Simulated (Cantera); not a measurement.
**SiH₂Cl₂ + N₂ + H₂ (silicon nitride deposition)**

A closed system holds: 1 mol SiH₂Cl₂, 2.4 mol N₂, 2.7 mol H₂, equilibrated at 1748.15 K and 750 Torr.

Cantera equilibrium calculation (NASA polynomials, part measured and part estimated; ideal gas, pure solids and liquids). Candidate condensed phases: NH₄Cl, Si, Si₃N₄; 28 gas species. The tables' values for SiCl₃ are old estimates; treat these amounts as uncertain. Equilibrium is a limit: real reactors are often held back by kinetics, nucleation or transport.

| Item | Value |
|---|---|
| x(H₂) | 0.448 |
| x(N₂) | 0.286 |
| x(HCl) | 0.235 |
| x(SiCl₂) | 0.0226 |
| x(SiCl₃) | 0.00506 |
| x(SiCl₄) | 0.00202 |
| x(SiHCl₃) | 0.000849 |
| x(H) | 0.000153 |
| x(SiH₂Cl₂) | 6.33e-5 |
| n(Si₃N₄(s)) | 0.267 mol |
| gas amount | 6.531 mol |
| log10 activity of Si(l) (absent) | -1.26 |
